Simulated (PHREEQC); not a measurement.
Acid rinse or clean: speciation

Solution (66 °C): 0.017 mol HCl, 0.18 mol AlCl3 and 0.00048 mol MnSO4 per kg of water. Closed to the air; pH follows from the charge balance.

Model: ion-association model, phreeqc.dat, run in PHREEQC.

Each row changes one thing in this solution. No solid was allowed to form.

| case | pH | ionic strength (mol/kgw) | AlOH+2 (mol/kgw) | AlSO4+ (mol/kgw) | Mn+2 (mol/kgw) | MnCl+ (mol/kgw) | SI of Gibbsite (Al(OH)3) |
|---|---|---|---|---|---|---|---|
| as made | 1.90 | 1.09 | 0.000568 | 0.000419 | 0.000339 | 0.000130 | -2.42 |
| HCl from 0.017 to 0.0187 mol/kgw | ? | 1.10 | ? | 0.000417 | 0.000339 | 0.000131 | -2.54 |
| temperature from 66 to 65 °C | 1.90 | 1.09 | 0.000539 | 0.000420 | 0.000339 | 0.000131 | -2.46 |
| diluted 100-fold with water | 3.34 | 0.0103 | 0.000241 | 3.23e-6 | 4.73e-6 | 6.95e-8 | +0.71 |
| MnSO4 from 0.00048 to 0.00024 mol/kgw | 1.90 | 1.09 | 0.000568 | 0.000210 | 0.000170 | 6.52e-5 | -2.42 |
| temperature from 66 to 35 °C | 1.90 | 1.10 | 9.78e-5 | 0.000424 | 0.000329 | 0.000139 | -3.82 |
| HCl replaced by CaCl2 at the same molality | ? | 1.12 | 0.00309 | 0.000432 | 0.000337 | 0.000132 | -0.20 |
| HCl from 0.017 to 0.0153 mol/kgw | 1.94 | 1.09 | 0.000626 | 0.000421 | 0.000339 | 0.000130 | -2.29 |

What belongs in the gaps?


- HCl from 0.017 to 0.0187 mol/kgw, pH: 1.86
- HCl from 0.017 to 0.0187 mol/kgw, AlOH+2 (mol/kgw): 0.000519
- HCl replaced by CaCl2 at the same molality, pH: 2.64

The ionic strength passes 0.7 mol/kgw, the rough limit of the ion-association models, in as made; HCl from 0.017 to 0.0187 mol/kgw; temperature from 66 to 65 °C; MnSO4 from 0.00048 to 0.00024 mol/kgw; temperature from 66 to 35 °C; HCl replaced by CaCl2 at the same molality; HCl from 0.017 to 0.0153 mol/kgw. Some of these states are supersaturated (in Gibbsite (slow to form), for instance). Constants without temperature data keep their 25 °C values here.
